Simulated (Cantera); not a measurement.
An adiabatic, constant-volume homogeneous reactor starts with CO : H2 : O2 : N2 = 1 : 0.15 : 0.359 : 0.98 (molar parts), at 1675 K and 100000 Pa.

Computed with Cantera and GRI-Mech 3.0 (53 species, 325 reactions). Above 3000 K some thermodynamic fits are extrapolated.

### Question
Predict: time of steepest temperature rise; temperature at 1.00 s; equilibrium temperature; x(CO) at 1.00 s; x(H2) at 1.00 s; x(O2) at 1.00 s; x(OH) at 1.00 s; x(H2O) at 1.00 s; x(HO2) at 1.00 s.

### Answer
| Quantity | Result |
|---|---|
| time of steepest temperature rise | 14.5 µs |
| temperature at 1.00 s | 3041 K |
| equilibrium temperature | 3041 K |
| x(CO) at 1.00 s | 0.275 (gas-phase equilibrium 0.275) |
| x(H2) at 1.00 s | 0.00909 (gas-phase equilibrium 0.00909) |
| x(O2) at 1.00 s | 0.0305 (gas-phase equilibrium 0.0305) |
| x(OH) at 1.00 s | 0.0198 (gas-phase equilibrium 0.0198) |
| x(H2O) at 1.00 s | 0.0397 (gas-phase equilibrium 0.0397) |
| x(HO2) at 1.00 s | 7.68e-6 (gas-phase equilibrium 7.68e-6) |
